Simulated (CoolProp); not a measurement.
Saturation properties of C3F8 (R218).

Computed with CoolProp (reference Helmholtz-energy equation of state, Lemmon 2006). It is a short technical equation, of lower accuracy than the large ones.

```tsv
T (°C)	p (MPa)	liquid density (kg/m³)	enthalpy of vaporisation (kJ/kg)	vapour Z	liquid viscosity (µPa s)	liquid conductivity (mW/(m K))
-2.95	0.3762	1468	91.22	0.8707	256	52.8
0.65	0.4233	1452	89.50	0.8598	243	51.8
4.25	0.4747	1434	87.72	0.8483	230	[?]
7.85	0.5307	1416	85.88	0.8361	217	49.8
11.45	[?]	1398	83.97	0.8232	206	48.9
15.05	0.6572	1379	81.98	0.8096	195	47.9
18.65	0.7283	1360	79.91	0.7951	[?]	46.9
22.25	0.8050	1339	77.74	0.7798	174	46.0
25.85	[?]	1318	75.46	0.7636	165	45.1
29.45	0.9762	1296	73.07	0.7463	156	44.1
33.05	1.071	1273	70.53	0.7279	[?]	43.2
36.65	1.173	[?]	67.85	0.7083	[?]	42.3
40.25	1.283	1224	64.98	0.6872	130	41.4
43.85	1.399	1196	61.89	[?]	121	40.6
```

Problem. Some entries are withheld; supply them.

Solution. 
- 4.25, liquid conductivity (mW/(m K)): 50.8
- 11.45, p (MPa): 0.5914
- 18.65, liquid viscosity (µPa s): 184
- 25.85, p (MPa): 0.8875
- 33.05, liquid viscosity (µPa s): 147
- 36.65, liquid density (kg/m³): 1249
- 36.65, liquid viscosity (µPa s): 138
- 43.85, vapour Z: 0.6645

It boils at -36.8 °C under 1 atm.

Viscosity comes from a separate model (Huber 2003), an estimate that may be off by 10 % or more. Thermal conductivity comes from a separate model (Huber 2003), an estimate that may be off by 10 % or more.
